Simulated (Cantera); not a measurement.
What does this Cantera script print?

```python
import numpy as np
import cantera as ct

gas = ct.Solution("gri30.yaml")


def delay(T, t_max=10):
    gas.TPX = T, 360000, {'CH4': 1, 'O2': 2.6, 'N2': 9.77, 'H2O': 3.7}
    reactor = ct.IdealGasReactor(gas, clone=False)
    net = ct.ReactorNet([reactor])
    net.rtol, net.atol = 1e-8, 1e-16
    while net.time < t_max:
        t_old, T_old = net.time, reactor.T
        net.step()
        if reactor.T > T + 400:  # ignition: a rise of 400 K
            return t_old + (T + 400 - T_old) / (reactor.T - T_old) * (net.time - t_old)
    return np.nan


taus = []
for T in [1000, 1100, 1200, 1300, 1400, 1500, 1600, 1700, 1800]:
    taus.append(delay(T))
    print(f"T0 = {T:6g} K   tau = {taus[-1]:.4e} s")
```

Result:

```
T0 =   1000 K   tau = 2.5314e-01 s
T0 =   1100 K   tau = 5.4325e-02 s
T0 =   1200 K   tau = 1.5076e-02 s
T0 =   1300 K   tau = 4.7892e-03 s
T0 =   1400 K   tau = 1.6221e-03 s
T0 =   1500 K   tau = 5.6893e-04 s
T0 =   1600 K   tau = 2.1030e-04 s
T0 =   1700 K   tau = 8.5111e-05 s
T0 =   1800 K   tau = 3.8618e-05 s
```

Detailed kinetics in Cantera: GRI-Mech 3.0 (53 species, 325 reactions).
